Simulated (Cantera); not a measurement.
A perfectly stirred reactor is fed with CO : H2 : CH4 : O2 : N2 = 1 : 0.5 : 0.13 : 0.594 : 2.23 (molar parts), equivalence ratio 1.7, at 1.18 atm; it is adiabatic with a 325 K inlet, and is followed from long to short residence time, starting on the burning branch (τ in s: 0.028, 0.014, 0.0065, 0.0031, 0.0015, 0.00073, 0.00035, 0.00017, 8.1e-05).

Cantera simulation using GRI-Mech 3.0 (53 species, 325 reactions); the numbers are that mechanism's predictions, not measurements.

One state of this run: T (K) = 2078; x CO = 0.160; x H2 = 0.0402; x CH4 = 9.51e-6; x NO = 0.000156; x CH3 = 7.53e-6; x C2H2 = 2.32e-8; x O2 = 0.000696. x: mole fraction; the columns are a selection and need not sum to one.

Q: Which value of τ (s) does it belong to?
A. 0.014
B. 0.00073
C. 8.1e-5
D. 0.0065

A: D, 0.0065
